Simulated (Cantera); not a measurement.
Standard-state values (1 bar) from the NASA 1993 polynomials, evaluated with Cantera. Values are per mole of reaction as written; species without (g) are pure solids or liquids, kept so even where they would boil at 1 bar.

N2O(g) + 2 VO2(g) + 6 H(g) → V2O5 + 2 NH3(g), with ΔH° = -2566.9 kJ and ΔS° = -923.0 J/K at 300 K.

**Question.** How far is the shortcut ΔG° ≈ ΔH°(300 K) − T·ΔS°(300 K) from the full temperature-dependent value at 423, 473, 523, 573, 623, 673, 723, 773, 823, 873 K?

**Answer.** 
```
T (K)  shortcut (kJ)  full (kJ)  difference (kJ)  difference in log10 K
-----  -------------  ---------  ---------------  ---------------------
423          -2176.4    -2175.5             -1.0                   0.12
473          -2130.3    -2128.6             -1.7                   0.19
523          -2084.1    -2081.5             -2.7                   0.27
573          -2038.0    -2034.3             -3.7                   0.34
623          -1991.8    -1987.0             -4.9                   0.41
673          -1945.7    -1939.6             -6.1                   0.47
723          -1899.5    -1892.2             -7.3                   0.53
773          -1853.4    -1844.8             -8.6                   0.58
823          -1807.2    -1797.3             -9.9                   0.63
873          -1761.1    -1749.8            -11.3                   0.67
```
The shortcut ignores the heat-capacity change of the reaction.
